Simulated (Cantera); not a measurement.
A freely propagating, adiabatic, planar premixed flame of CH₄ : O₂ : N₂ = 1 : 3.03 : 8.48 (molar parts), equivalence ratio 0.66, unburnt at 375 K and 975 Torr; mixture-averaged transport, grid criteria slope 0.08 and curve 0.16, no radiation.

Detailed kinetics in Cantera: GRI-Mech 3.0 (53 species, 325 reactions). Burning velocities carry a grid error of a few per cent, more on coarse grids.

What does this change do: inlet temperature 375 to 425 K?


| quantity | before | after |
|---|---|---|
| laminar burning velocity | 47.3 cm/s | 59.8 cm/s |
| thermal thickness | 0.326 mm | 0.306 mm |
| peak x(CH₂CO) | 6.46e-5 | 6.78e-5 |
| peak x(HCO) | 2.63e-5 | 3.01e-5 |
| peak x(HO₂) | 0.000259 | 0.000268 |

What does this change do: inlet temperature 375 to 625 K?


```
quantity                     before     after
------------------------  ---------  --------
laminar burning velocity  47.3 cm/s  133 cm/s
thermal thickness          0.326 mm  0.247 mm
peak x(CH₂CO)               6.46e-5   8.48e-5
peak x(HCO)                 2.63e-5   4.94e-5
peak x(HO₂)                0.000259  0.000303
```

What does this change do: 0.89 parts H2 added?


```csv
quantity,before,after
laminar burning velocity,47.3 cm/s,100 cm/s
thermal thickness,0.326 mm,0.218 mm
peak x(CH₂CO),6.46e-5,4.14e-5
peak x(HCO),2.63e-5,6.62e-5
peak x(HO₂),0.000259,0.000320
```
